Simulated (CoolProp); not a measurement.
Values from CoolProp's reference Helmholtz-energy equation of state, Thol 2014.

Question: Give the vapour pressure (MPa), vapour density (kg/m³), enthalpy of vaporisation (kJ/kg), liquid cp (kJ/(kg K)) of saturated diethyl ether at 365.8 K.

Answer: 
```
T (K)  p (MPa)  vapour density (kg/m³)  enthalpy of vaporisation (kJ/kg)  liquid cp (kJ/(kg K))
-----  -------  ----------------------  --------------------------------  ---------------------
365.8    0.551                    15.7                               300                   2.62
```
